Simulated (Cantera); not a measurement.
An adiabatic, constant-volume homogeneous reactor starts with CH4 : CO : O2 : N2 : H2O = 1 : 0.4 : 4.78 : 18 : 1.9 (molar parts), equivalence ratio 0.46, at 1350 K and 26.0 bar. Integrator tolerance rtol = 1e-08.

Model: GRI-Mech 3.0 (53 species, 325 reactions), integrated in Cantera. The pressure lies above the range GRI-Mech 3.0 was tuned for (to about 10 atm).

Q: What does this change do: CH4 1 to 2.6 parts?

A: 
```tsv
quantity	before	after
time of steepest temperature rise	0.289 ms	0.380 ms
temperature at 3.00 s	2418 K	3046 K
equilibrium temperature	2418 K	3046 K
x(CH4) at 3.00 s	<1e-12 (gas-phase equilibrium <1e-12)	3.61e-12 (gas-phase equilibrium 4.25e-12)
x(CO) at 3.00 s	0.000609 (gas-phase equilibrium 0.000609)	0.0442 (gas-phase equilibrium 0.0442)
x(O2) at 3.00 s	0.0925 (gas-phase equilibrium 0.0925)	0.00483 (gas-phase equilibrium 0.00483)
x(CH2CO) at 3.00 s	<1e-12 (gas-phase equilibrium <1e-12)	<1e-12 (gas-phase equilibrium <1e-12)
x(NO2) at 3.00 s	5.40e-5 (gas-phase equilibrium 5.40e-5)	4.52e-6 (gas-phase equilibrium 4.52e-6)
x(N2O) at 3.00 s	4.34e-6 (gas-phase equilibrium 4.34e-6)	2.70e-6 (gas-phase equilibrium 2.70e-6)
```
Above 3000 K some thermodynamic fits are extrapolated.
